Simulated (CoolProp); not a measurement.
A single-stage vapour-compression cycle with R134a: evaporating at 220.15 K (dew point), condensing at 264.15 K (bubble point), superheat 8 K, subcooling 2 K, compressor efficiency 0.6, no pressure losses. Each further row changes one setting.

Values from CoolProp's reference Helmholtz-energy equation of state, Tillner-Roth 1994.

```json
[
 {"case": "as stated", "cooling COP": "?", "pressure ratio": "8.46", "discharge temperature (K)": "322.7", "refrigerating effect (kJ/kg)": "186", "volumetric capacity (kJ/m³)": "250"},
 {"case": "evaporating temperature 225.15 K", "cooling COP": "3.01", "pressure ratio": "6.31", "discharge temperature (K)": "315.3", "refrigerating effect (kJ/kg)": "189", "volumetric capacity (kJ/m³)": "335"},
 {"case": "condensing temperature 259.15 K", "cooling COP": "?", "pressure ratio": "?", "discharge temperature (K)": "?", "refrigerating effect (kJ/kg)": "193", "volumetric capacity (kJ/m³)": "259"},
 {"case": "subcooling 7 K", "cooling COP": "?", "pressure ratio": "8.46", "discharge temperature (K)": "322.7", "refrigerating effect (kJ/kg)": "193", "volumetric capacity (kJ/m³)": "259"},
 {"case": "superheat 18 K", "cooling COP": "?", "pressure ratio": "8.46", "discharge temperature (K)": "334.2", "refrigerating effect (kJ/kg)": "193", "volumetric capacity (kJ/m³)": "249"},
 {"case": "compressor efficiency 0.5", "cooling COP": "2.13", "pressure ratio": "8.46", "discharge temperature (K)": "?", "refrigerating effect (kJ/kg)": "186", "volumetric capacity (kJ/m³)": "250"}
]
```

Task: What belongs in the gaps?

Result: 
- as stated, cooling COP: 2.56
- condensing temperature 259.15 K, cooling COP: 2.95
- condensing temperature 259.15 K, pressure ratio: 6.93
- condensing temperature 259.15 K, discharge temperature (K): 313.7
- subcooling 7 K, cooling COP: 2.65
- superheat 18 K, cooling COP: 2.54
- compressor efficiency 0.5, discharge temperature (K): 338.6
